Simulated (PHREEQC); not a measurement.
# Leach liquor

Dissolve 0.029 mol/kgw HCl, 0.00014 mol/kgw ZnSO4 and 0.17 mol/kgw NiSO4 at 15 °C. Closed to the air; pH follows from the charge balance.

All values are PHREEQC results (ion-association model, wateq4f.dat), not measurements.

This is a speciation only: nothing precipitates in the calculation.

Question: Estimate the pH.

Answer: pH 2.06.

Question: In which forms is Zn present?

Answer: Zn+2 39 %, ZnSO4 38 %, Zn(SO4)2-2 22 % of the Zn.
